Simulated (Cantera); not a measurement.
An isothermal, constant-pressure homogeneous reactor starts with 2.88 % CH4, 92.9 % H2, 4.18 % H, at 1975 K and 20.0 Torr.

Model: GRI-Mech 3.0 (53 species, 325 reactions), integrated in Cantera. GRI-Mech 3.0 stops at C3 and has no aromatics, soot or wall deposition, so with more carbon than oxygen in the feed, carbon stays in small species such as C2H2 where larger ones or solid carbon would form. Radical loss at walls, strong at low pressure, is not modelled.

x: mole fraction; the columns are a selection and need not sum to one.

| t (s) | x CH4 | x H2 | x H | x C2H2 | x CH3 | x C2H |
|---|---|---|---|---|---|---|
| 4.00e-5 | 0.0172 | 0.942 | 0.0294 | 0.000245 | 0.0103 | ___ |
| 0.000163 | 0.0157 | 0.948 | 0.0256 | 0.00194 | 0.00822 | ___ |
| 0.000661 | 0.0126 | 0.958 | 0.0187 | 0.00542 | 0.00479 | 1.81e-6 |
| 0.00269 | 0.00888 | 0.968 | 0.0121 | 0.00873 | 0.00218 | 1.88e-6 |
| 0.0109 | 0.00560 | 0.974 | 0.00833 | 0.0110 | 0.000943 | 1.62e-6 |
| 0.0444 | 0.00280 | 0.977 | 0.00723 | 0.0127 | 0.000410 | 1.61e-6 |
| 0.180 | 0.000884 | 0.977 | 0.00774 | 0.0137 | 0.000138 | ___ |
| 0.733 | 0.000207 | 0.977 | 0.00826 | 0.0141 | 3.45e-5 | 2.04e-6 |
| 2.98 | 6.60e-5 | 0.977 | 0.00834 | 0.0142 | 1.11e-5 | 2.08e-6 |
| 12.1 | 5.44e-5 | 0.977 | 0.00835 | 0.0142 | 9.17e-6 | 2.08e-6 |
| 49.2 | 5.44e-5 | 0.977 | 0.00835 | 0.0142 | 9.17e-6 | 2.08e-6 |
| 200 | 5.44e-5 | 0.977 | 0.00835 | 0.0142 | 9.17e-6 | 2.08e-6 |

Task: What belongs in the gaps?

Result: 
- 4.00e-5, x C2H: 1.38e-7
- 0.000163, x C2H: 9.05e-7
- 0.180, x C2H: 1.86e-6
